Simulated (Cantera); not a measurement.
Charge: 1 mol B₂H₆, 2 mol O₂, 4.9 mol H₂, equilibrated at 133 Pa.

Equilibrium computed with Cantera from the NASA thermochemical tables; the gas is ideal and each condensed phase is pure. Candidate condensed phases: B, B₂O₃, B₃O₃H₃, H₂O; 23 gas species. The feed counts by its element totals alone. Gases not in the tables: H₃BO₃. Rates play no part. All values below are at 1248 K.

Base state: H₂ 0.867, H₂O 0.118, HBO₂ 0.0151, B₂O₃ 3.11e-5, (HBO₂)₃ 1.46e-5, H 1.19e-5 (mole fractions); condensed: B₂O₃(l).

What changes in the equilibrium state with this change: O₂ from 2 to 3.1 mol?


| species | before | after |
|---|---|---|
| H₂ | 0.867 | 0.587 |
| H₂O | 0.118 | 0.386 |
| HBO₂ | 0.0151 | 0.0273 |
| (HBO₂)₃ | 1.46e-5 | 8.60e-5 |
| H | 1.19e-5 | 9.80e-6 |
| B₂O₃(l), mol | 0.940 | 0.890 |
